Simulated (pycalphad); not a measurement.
CALPHAD calculation (pycalphad, COST 507 light-alloy database (1999)), 1 atm. These are 1990s assessments: newer ones move some temperatures and phases. Amounts are mole fractions of atoms. Diffusion is slow at the low end, where real alloys seldom reach equilibrium.

**Question.** Give the equilibrium state of Mg-1.63Si-1.05Al (at.%) at 402 °C.

**Answer.** HCP_A3, fraction 0.951, with <0.01 Si, 1.1 Al at.%; MG2SI, fraction 0.049, with 33.3 Si, no Al at.%.

**Question.** Give the equilibrium state of Mg-1.63Si-1.05Al (at.%) at 77 °C.

**Answer.** 
```
T = 350.00 K, P = 101325 Pa, N = 1 mol of atoms
G = -12543 J/mol, H = 279 J/mol, S = 36.64 J/(mol K)  (SER reference)
chemical potentials (J/mol): Mg -11561, Si -69024, Al -15877
phase             fraction      x(Mg)      x(Si)      x(Al)
HCP_A3              0.9414     0.9931      1e-14     0.0069
MG2SI               0.0489     0.6667     0.3333       none
ALMG_GAMMA          0.0097     0.5860       none     0.4140
```

Database names, with the compositions (at.%) that they take in these runs: MG2SI: Mg 67 Si 33; ALMG_GAMMA: Mg 59 Al 41. HCP_A3 is hcp. An entry "none" or "no" means that the model of the phase leaves that element out.
